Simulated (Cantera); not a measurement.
What does this Cantera script print?

```python
import numpy as np
import cantera as ct

gas_names = """
    CL CL2 H HCL H2 N NH NH2 NH3 N2 N2H2 N2H4 Si SiCL SiCL2 SiCL3 SiCL4 SiH SiHCL3 SiH2 SiH2CL2 SiH3
    SiH3CL SiH4 SiN Si2 Si2N Si3
""".split()
cond_names = """
    NH4CL(a) NH4CL(b) Si(cr) Si(L) Si3N4(a)
""".split()


def load(file, names, dense=False):
    # The tables refer to 1 bar. Condensed volumes are neglected.
    table = {s.name: s for s in ct.Species.list_from_file(file)}
    out = []
    for n in names:
        d = dict(table[n].input_data)
        d["thermo"] = dict(d["thermo"], **{"reference-pressure": 1e5})
        if dense:
            d["equation-of-state"] = {"model": "constant-volume", "density": "1e6 g/cm^3"}
        out.append(ct.Species.from_dict(d))
    return out


gas = ct.Solution(thermo="ideal-gas", species=load("nasa_gas.yaml", gas_names))
cond = {s.name: ct.Solution(thermo="fixed-stoichiometry", species=[s], name=s.name)
        for s in load("nasa_condensed.yaml", cond_names, dense=True)}
atoms = {
    'SiH2Cl2': {'Si': 1, 'H': 2, 'CL': 2},
    'HCl': {'H': 1, 'CL': 1},
    'N2': {'N': 2},
}
top_T = {'Si3N4(a)': 2400}  # K; cautious upper limits of use, not melting points


def equilibrate(T, P, feed):
    n = {}
    for name, mol in feed.items():
        for a, k in atoms[name].items():
            n[a] = n.get(a, 0.0) + k * mol
    gas.TPX = T, P, n
    mass = sum(n.values()) * gas.mean_molecular_weight
    gas.equilibrate("TP")
    valid = [c for c in cond.values() if c.min_temp <= T <= top_T.get(c.name, c.max_temp)]
    mix = ct.Mixture([(gas, mass / gas.mean_molecular_weight)] + [(c, 0.0) for c in valid])
    mix.T, mix.P = T, P
    mix.equilibrate("TP", solver="vcs", rtol=1e-11, max_steps=5000)
    return mix


results = []
feed = {'SiH2Cl2': 1, 'HCl': 0.19, 'N2': 13}  # mol
P = 14000  # Pa
for T in [875, 950, 1025, 1100, 1175, 1250, 1325, 1400, 1475, 1550, 1625]:
    mix = equilibrate(T, P, feed)
    results.append((T, P, feed, dict(zip(mix.species_names, mix.species_moles))))

top = {s: max(r[3][s] / sum(r[3][g] for g in gas_names) for r in results) for s in gas_names}
cols = sorted((s for s in top if top[s] > 1e-05), key=lambda s: -top[s])[:7]
seen = [c for c in cond_names if any(r[3].get(c, 0) > 1e-12 for r in results)]
print("log10 of partial pressures in bar; condensed amounts in mol")
print(f"{'T/K':>10s}" + "".join(f"{s[:9]:>10s}" for s in cols + seen))
for T, P, feed, n in results:
    ng = sum(n[g] for g in gas_names)
    print(f"{T:10.4g}" + "".join(f"{np.log10(max(n[s] / ng * P / 1e5, 1e-99)):10.3f}" for s in cols)
          + "".join(f"{n.get(c, 0):10.4g}" for c in seen))
```

Result:

```
log10 of partial pressures in bar; condensed amounts in mol
       T/K        N2       HCL        H2     SiCL2     SiCL4     SiCL3    SiHCL3  Si3N4(a)
       875    -0.917    -1.917    -2.341    -9.825    -2.642    -7.115    -5.727    0.2549
       950    -0.917    -1.898    -2.369    -8.505    -2.670    -6.350    -5.480    0.2597
      1025    -0.918    -1.882    -2.393    -7.382    -2.695    -5.698    -5.272    0.2636
      1100    -0.918    -1.870    -2.414    -6.416    -2.717    -5.138    -5.093    0.2668
      1175    -0.918    -1.860    -2.432    -5.577    -2.739    -4.653    -4.939    0.2693
      1250    -0.919    -1.852    -2.448    -4.843    -2.763    -4.231    -4.807    0.2709
      1325    -0.919    -1.848    -2.459    -4.201    -2.797    -3.867    -4.699    0.2708
      1400    -0.919    -1.847    -2.462    -3.644    -2.855    -3.563    -4.620    0.2671
      1475    -0.920    -1.855    -2.451    -3.175    -2.967    -3.337    -4.587     0.256
      1550    -0.921    -1.877    -2.417    -2.807    -3.177    -3.214    -4.627    0.2338
      1625    -0.922    -1.919    -2.358    -2.548    -3.513    -3.213    -4.759    0.2013
```

These are equilibrium values from Cantera (NASA tables, ideal gas, pure condensed phases), not measurements of a reactor. N2 is the only nitrogen source here; it is nearly inert below about 1500 K, so the nitride shown seldom forms there in practice. The tables' values for SiCl3 are old estimates; treat these amounts as uncertain.
